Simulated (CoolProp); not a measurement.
A Linde-Hampson liquefier for nitrogen: isothermal reversible compression at 290 K from 1 atm to 10 MPa, throttling to 1 atm, return gas leaving the recuperator 0 K below the feed. Each further row changes one setting.

The numbers come from the reference Helmholtz-energy equation of state, Span 2000 in CoolProp.

```json
[
 {"case": "as stated", "liquid yield per pass": "0.049", "compression work (kJ/kg of gas)": "394"},
 {"case": "high pressure 20 MPa", "liquid yield per pass": "0.082", "compression work (kJ/kg of gas)": "455"},
 {"case": "warm-end temperature 320 K", "liquid yield per pass": "0.036", "compression work (kJ/kg of gas)": "437"},
 {"case": "warm-end gap 5 K", "liquid yield per pass": "0.038", "compression work (kJ/kg of gas)": "394"}
]
```
